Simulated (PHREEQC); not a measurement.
Brine (model solution)

Consider water at 25 °C with 3.7 mol/kgw H2SO4, 0.1 mol/kgw MnCl2 and 0.12 mol/kgw NaCl. Closed to the air; pH follows from the charge balance.

Equilibrium calculation in PHREEQC: Pitzer model, pitzer.dat.

No solid was allowed to form.

### Question
What pH, activity of water, density does the model give?

### Answer
pH -1.50; activity of water 0.789; density 1.199 g/cm³.

### Question
In which forms is S present?

### Answer
HSO4- 82 %, SO4-2 18 % of the S.

Complexes and solids missing from the database can't appear. In brines, pH and single-ion activities rest on the MacInnes convention.
